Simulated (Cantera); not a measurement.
What does this Cantera script print?

```python
import numpy as np
import cantera as ct

gas_names = """
    N NO NO2 NO3 N2 N2O O O2 O3 Pb PbO Pb2
""".split()
cond_names = """
    Pb(cr) Pb(L) PbO(rd) PbO(yw) PbO(L) PbO2(s) Pb3O4(s)
""".split()


def load(file, names, dense=False):
    # The tables refer to 1 bar. Condensed volumes are neglected.
    table = {s.name: s for s in ct.Species.list_from_file(file)}
    out = []
    for n in names:
        d = dict(table[n].input_data)
        d["thermo"] = dict(d["thermo"], **{"reference-pressure": 1e5})
        if dense:
            d["equation-of-state"] = {"model": "constant-volume", "density": "1e6 g/cm^3"}
        out.append(ct.Species.from_dict(d))
    return out


gas = ct.Solution(thermo="ideal-gas", species=load("nasa_gas.yaml", gas_names))
cond = {s.name: ct.Solution(thermo="fixed-stoichiometry", species=[s], name=s.name)
        for s in load("nasa_condensed.yaml", cond_names, dense=True)}
atoms = {
    'Pb': {'Pb': 1},
    'O2': {'O': 2},
    'N2': {'N': 2},
}
top_T = {'Pb3O4(s)': 820}  # K; cautious upper limits of use, not melting points


def equilibrate(T, P, feed):
    n = {}
    for name, mol in feed.items():
        for a, k in atoms[name].items():
            n[a] = n.get(a, 0.0) + k * mol
    gas.TPX = T, P, n
    mass = sum(n.values()) * gas.mean_molecular_weight
    gas.equilibrate("TP")
    valid = [c for c in cond.values() if c.min_temp <= T <= top_T.get(c.name, c.max_temp)]
    mix = ct.Mixture([(gas, mass / gas.mean_molecular_weight)] + [(c, 0.0) for c in valid])
    mix.T, mix.P = T, P
    mix.equilibrate("TP", solver="vcs", rtol=1e-11, max_steps=5000)
    return mix


results = []
feed = {'Pb': 1, 'O2': 0.67, 'N2': 1}  # mol
P = 13332.2  # Pa
for T in [798, 848, 898, 948, 998, 1048, 1098, 1148, 1198, 1248, 1298, 1348]:
    mix = equilibrate(T, P, feed)
    results.append((T, P, feed, dict(zip(mix.species_names, mix.species_moles))))
    x = sorted(zip(gas.X, gas.species_names), reverse=True)
    print(f"T = {T:g} K  P = {P:g} Pa  gas = {mix.phase_moles(0):.4g} mol")
    print("   x: " + "  ".join(f"{s} {v:.3e}" for v, s in x if v > 1e-06))
    print("   condensed (mol): " + ("  ".join(f"{mix.phase(i).name} {mix.phase_moles(i):.4g}"
          for i in range(1, mix.n_phases) if mix.phase_moles(i) > 1e-12) or "none"))
```

It prints:

```
T = 798 K  P = 13332.2 Pa  gas = 1.17 mol
   x: N2 8.547e-01  O2 1.453e-01  NO 1.677e-06
   condensed (mol): PbO(yw) 1
T = 848 K  P = 13332.2 Pa  gas = 1.17 mol
   x: N2 8.547e-01  O2 1.453e-01  NO 3.777e-06
   condensed (mol): PbO(yw) 1
T = 898 K  P = 13332.2 Pa  gas = 1.17 mol
   x: N2 8.547e-01  O2 1.453e-01  NO 7.774e-06
   condensed (mol): PbO(yw) 1
T = 948 K  P = 13332.2 Pa  gas = 1.17 mol
   x: N2 8.547e-01  O2 1.453e-01  NO 1.483e-05
   condensed (mol): PbO(yw) 1
T = 998 K  P = 13332.2 Pa  gas = 1.17 mol
   x: N2 8.547e-01  O2 1.453e-01  NO 2.651e-05  PbO 2.138e-06
   condensed (mol): PbO(yw) 1
T = 1048 K  P = 13332.2 Pa  gas = 1.17 mol
   x: N2 8.547e-01  O2 1.453e-01  NO 4.484e-05  PbO 1.045e-05
   condensed (mol): PbO(yw) 1
T = 1098 K  P = 13332.2 Pa  gas = 1.17 mol
   x: N2 8.546e-01  O2 1.453e-01  NO 7.229e-05  PbO 4.399e-05
   condensed (mol): PbO(yw) 0.9999
T = 1148 K  P = 13332.2 Pa  gas = 1.17 mol
   x: N2 8.545e-01  O2 1.452e-01  PbO 1.625e-04  NO 1.118e-04
   condensed (mol): PbO(yw) 0.9998
T = 1198 K  P = 13332.2 Pa  gas = 1.171 mol
   x: N2 8.542e-01  O2 1.451e-01  PbO 4.911e-04  NO 1.667e-04  Pb 1.361e-06
   condensed (mol): PbO(L) 0.9994
T = 1248 K  P = 13332.2 Pa  gas = 1.172 mol
   x: N2 8.534e-01  O2 1.450e-01  PbO 1.320e-03  NO 2.406e-04  Pb 6.076e-06
   condensed (mol): PbO(L) 0.9984
T = 1298 K  P = 13332.2 Pa  gas = 1.174 mol
   x: N2 8.517e-01  O2 1.447e-01  PbO 3.270e-03  NO 3.372e-04  Pb 2.407e-05  NO2 1.121e-06
   condensed (mol): PbO(L) 0.9961
T = 1348 K  P = 13332.2 Pa  gas = 1.179 mol
   x: N2 8.479e-01  O2 1.440e-01  PbO 7.537e-03  NO 4.596e-04  Pb 8.583e-05  NO2 1.252e-06
   condensed (mol): PbO(L) 0.991
```

Equilibrium computed with Cantera from the NASA thermochemical tables; the gas is ideal and each condensed phase is pure. Gases not in the tables: (PbO)n polymers.
